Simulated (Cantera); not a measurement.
An adiabatic, constant-pressure homogeneous reactor starts with CH4 : C2H6 : C3H8 : O2 : N2 = 1 : 0.14 : 0.18 : 3.08 : 11.6 (molar parts), at 1223 K and 4.15 atm. Integrator tolerance rtol = 1e-08.

Cantera simulation using GRI-Mech 3.0 (53 species, 325 reactions); the numbers are that mechanism's predictions, not measurements. GRI-Mech 3.0 was tuned for natural gas; its chemistry of propane as a main component is partial and can be far from experiment.

Q: What does this change do: initial temperature 1223 to 1498 K?

A: 
```
quantity                                                            before                                    after
---------------------------------  ---------------------------------------  ---------------------------------------
time of steepest temperature rise                                  1.18 ms                                  52.9 µs
temperature at 0.100 s                                              2744 K                                   2862 K
equilibrium temperature                                             2744 K                                   2862 K
x(CH4) at 0.100 s                    <1e-12 (gas-phase equilibrium <1e-12)    <1e-12 (gas-phase equilibrium <1e-12)
x(C2H6) at 0.100 s                   <1e-12 (gas-phase equilibrium <1e-12)    <1e-12 (gas-phase equilibrium <1e-12)
x(C3H8) at 0.100 s                   <1e-12 (gas-phase equilibrium <1e-12)    <1e-12 (gas-phase equilibrium <1e-12)
x(C2H4) at 0.100 s                   <1e-12 (gas-phase equilibrium <1e-12)    <1e-12 (gas-phase equilibrium <1e-12)
x(CH2O) at 0.100 s                 1.26e-9 (gas-phase equilibrium 1.26e-9)  1.80e-9 (gas-phase equilibrium 1.80e-9)
x(CH2CO) at 0.100 s                  <1e-12 (gas-phase equilibrium <1e-12)    <1e-12 (gas-phase equilibrium <1e-12)
```
